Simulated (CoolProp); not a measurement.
Vapour-liquid equilibrium of cyclohexane (1) + n-heptane (2) at 63.7 kPa; x and y are mole fractions of (1).

The numbers come from the multi-fluid Helmholtz-energy mixture model, Zhou 2014 and Span 2003; pair parameters Bell 2016 in CoolProp.

```
x      bubble temperature (K)  y at the bubble point  dew temperature at overall composition x (K)  liquid density (mol/L)
-----  ----------------------  ---------------------  --------------------------------------------  ----------------------
0.05                    355.3                  0.084                                         355.8                   6.366
0.125                   353.6                  0.200                                         354.7                   6.514
0.2                     352.0                  0.305                                         353.6                   6.667
0.275                   350.5                  0.400                                         352.5                   6.825
0.35                    349.1                  0.486                                         351.3                   6.989
0.425                   347.7                  0.565                                         350.1                   7.159
0.5                     346.4                  0.636                                         348.8                   7.336
0.575                   345.1                  0.702                                         347.5                   7.520
0.65                    344.0                  0.763                                         346.1                   7.711
0.725                   342.9                  0.820                                         344.7                   7.911
0.8                     341.8                  0.872                                         343.2                   8.119
0.875                   340.8                  0.922                                         341.7                   8.338
0.95                    339.8                  0.970                                         340.2                   8.566
```

No azeotrope shows between x = 0.05 and 0.95.

The pair parameters rest on a limited set of measurements; away from them the model extrapolates.
